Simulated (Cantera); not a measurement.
Adiabatic ignition

An adiabatic, constant-volume homogeneous reactor starts with C2H4 : O2 : N2 : H2O = 1 : 6.38 : 24 : 2.5 (molar parts), equivalence ratio 0.47, at 1525 K and 4.50 bar.

Model: GRI-Mech 3.0 (53 species, 325 reactions), integrated in Cantera. GRI-Mech 3.0 was tuned for natural gas; its chemistry of ethylene as a main component is partial and can be far from experiment.

```csv
t (s),T (K),P (bar),x C2H4,x O2,x H2O,x CO2,x H2,x C2H6
6.00e-6,1526,4.50,0.0292,0.188,0.0739,8.23e-7,7.42e-5,4.22e-7
1.34e-5,2354,7.12,<1e-12,0.103,0.115,0.0350,0.00443,<1e-12
2.98e-5,2622,7.80,<1e-12,0.0977,0.124,0.0535,0.00166,<1e-12
6.64e-5,2630,7.82,<1e-12,0.0974,0.124,0.0541,0.00155,<1e-12
0.000148,2629,7.82,<1e-12,0.0970,0.124,0.0542,0.00154,<1e-12
0.000329,2625,7.81,<1e-12,0.0962,0.124,0.0542,0.00153,<1e-12
0.000734,2619,7.79,<1e-12,0.0947,0.124,0.0543,0.00151,<1e-12
0.00164,2610,7.76,<1e-12,0.0924,0.125,0.0544,0.00147,<1e-12
0.00364,2602,7.73,<1e-12,0.0904,0.125,0.0546,0.00144,<1e-12
0.00812,2599,7.72,<1e-12,0.0897,0.125,0.0546,0.00143,<1e-12
0.0181,2599,7.72,<1e-12,0.0896,0.125,0.0546,0.00143,<1e-12
0.0403,2599,7.72,<1e-12,0.0896,0.125,0.0546,0.00143,<1e-12
0.0898,2599,7.72,<1e-12,0.0896,0.125,0.0546,0.00143,<1e-12
0.200,2599,7.72,<1e-12,0.0896,0.125,0.0546,0.00143,<1e-12
```
x: mole fraction; the columns are a selection and need not sum to one.

| Property | Value |
|---|---|
| time of steepest temperature rise | 9.99 µs |
| temperature at 0.200 s | 2599 K |
| equilibrium temperature | 2599 K |
| x(C2H4) at 0.200 s | <1e-12 (gas-phase equilibrium <1e-12) |
| x(O2) at 0.200 s | 0.0896 (gas-phase equilibrium 0.0896) |
| x(H2O) at 0.200 s | 0.125 (gas-phase equilibrium 0.125) |
